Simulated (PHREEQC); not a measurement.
A solution holds 0.14 mol/kgw BaCl2 and 0.00053 mol/kgw CO2, at 25 °C. Closed to the air; pH follows from the charge balance.

Computed with PHREEQC (Pitzer model, pitzer.dat).

Each row changes one thing in this solution. Precipitation was switched off in this run.

| case | pH | ionic strength (mol/kgw) |
|---|---|---|
| as made | 4.75 | 0.420 |
| diluted 2-fold with water | 4.94 | 0.210 |
| CO2 from 0.00053 to 0.000477 mol/kgw | 4.78 | 0.420 |
| BaCl2 from 0.14 to 0.154 mol/kgw | 4.75 | 0.462 |
| BaCl2 left out | 4.82 | 1.54e-5 |
| CO2 left out | 6.96 | 0.420 |
| CO2 from 0.00053 to 0.00265 mol/kgw | 4.40 | 0.420 |
| diluted 5-fold with water | 5.16 | 0.0840 |
